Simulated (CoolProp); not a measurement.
Vapour-liquid equilibrium of isobutane (1) + n-butane (2) at 0.16 MPa; x and y are mole fractions of (1).

Model: multi-fluid Helmholtz-energy mixture model, Bücker 2006 and Bücker 2006; pair parameters Kunz 2012, in CoolProp.

Problem. Give the bubble temperature and the first vapour's composition at x = 0.15, 0.75, 0.85. Is there an azeotrope?

Solution. x = 0.15: 10.1 °C, y = 0.204; x = 0.75: 3.1 °C, y = 0.815; x = 0.85: 2.0 °C, y = 0.893. No azeotrope shows between x = 0.05 and 0.95.

Pair parameters are fitted to limited data, so mixtures are less certain than the pure fluids.
